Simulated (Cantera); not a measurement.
Feed: 1 mol PbO, 1.6 mol CH4, 0.052 mol CO, held at 1925 K and 9500 Pa.

Cantera equilibrium calculation (NASA polynomials, part measured and part estimated; ideal gas, pure solids and liquids). Candidate condensed phases: C, C6H6, C7H8, C8H18, H2O, Pb, PbO, PbO2, Pb3O4; 113 gas species. Equilibrium is a limit: real reactors are often held back by kinetics, nucleation or transport.

Base state: H2 0.607, CO 0.200, Pb 0.190, H 0.00242, C2H2 (acetylene) 0.000278, Pb2 1.94e-5, CH4 1.83e-5 (mole fractions); condensed: C(graphite).

### Question
What changes in the equilibrium state with this change: PbO replaced by TiO2?

### Answer
| species | before | after |
|---|---|---|
| H2 | 0.607 | 0.723 |
| CO | 0.200 | 0.274 |
| H | 0.00242 | 0.00264 |
| Pb | 0.190 | 0 |
| Pb2 | 1.94e-5 | 0 |
| C2H2 (acetylene) | 0.000278 | 9.56e-8 |
| C(graphite), mol | 0.597 | 0 |
| TiC(s), mol | 0 | 0.440 |
| Ti2O3(s), mol | 0 | 0.280 |
Mutual solubility and eutectic melting of coexisting phases are not modelled. TiC: taken at fixed stoichiometry. Further candidate phases: Ti, TiC, TiO, TiO2, Ti2O3, Ti3O5, Ti4O7.

### Question
What changes in the equilibrium state with this change: CH4 from 1.6 to 0.64 mol?

### Answer
```
species             before     after
----------------  --------  --------
Pb                   0.190     0.336
H2                   0.607     0.325
CO                   0.200     0.216
H2O                1.85e-6     0.104
CO2                1.41e-7    0.0162
C2H2 (acetylene)  0.000278     <1e-9
PbO                1.97e-9  0.000368
OH                   <1e-9   4.91e-5
CH4                1.83e-5     <1e-9
Pb2                1.94e-5   6.05e-5
C(graphite), mol     0.597         0
```

### Question
What changes in the equilibrium state with this change: temperature from 1925 K to 1273.15 K?

### Answer
| species | before | after |
|---|---|---|
| H2 | 0.607 | 0.737 |
| CO | 0.200 | 0.243 |
| Pb | 0.190 | 0.0194 |
| H | 0.00242 | 1.99e-6 |
| C2H2 (acetylene) | 0.000278 | 2.75e-7 |
| CO2 | 1.41e-7 | 4.01e-5 |
| C(graphite), mol | 0.597 | 0.599 |
| Pb(l), mol | 0 | 0.916 |
